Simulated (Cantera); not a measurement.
An adiabatic, constant-pressure homogeneous reactor starts with CH4 : O2 : N2 : H2O = 1 : 1.25 : 4.7 : 0.96 (molar parts), equivalence ratio 1.6, at 1800 K and 6.10 bar. Integrator tolerance rtol = 1e-08.

Model: GRI-Mech 3.0 (53 species, 325 reactions), integrated in Cantera.

What does this change do: 0.32 parts H2 added?


```tsv
quantity	before	after
time of steepest temperature rise	31.9 µs	19.7 µs
temperature at 0.100 s	2809 K	2789 K
equilibrium temperature	2809 K	2789 K
x(CH4) at 0.100 s	9.79e-12 (gas-phase equilibrium 1.13e-11)	2.25e-11 (gas-phase equilibrium 2.58e-11)
x(O2) at 0.100 s	0.000589 (gas-phase equilibrium 0.000589)	0.000307 (gas-phase equilibrium 0.000307)
x(H2O) at 0.100 s	0.239 (gas-phase equilibrium 0.239)	0.238 (gas-phase equilibrium 0.238)
x(NO2) at 0.100 s	1.42e-7 (gas-phase equilibrium 1.42e-7)	7.22e-8 (gas-phase equilibrium 7.22e-8)
x(H2O2) at 0.100 s	1.82e-7 (gas-phase equilibrium 1.82e-7)	1.27e-7 (gas-phase equilibrium 1.27e-7)
x(HCO) at 0.100 s	4.95e-7 (gas-phase equilibrium 4.95e-7)	5.47e-7 (gas-phase equilibrium 5.47e-7)
x(H) at 0.100 s	0.0104 (gas-phase equilibrium 0.0104)	0.0109 (gas-phase equilibrium 0.0109)
```
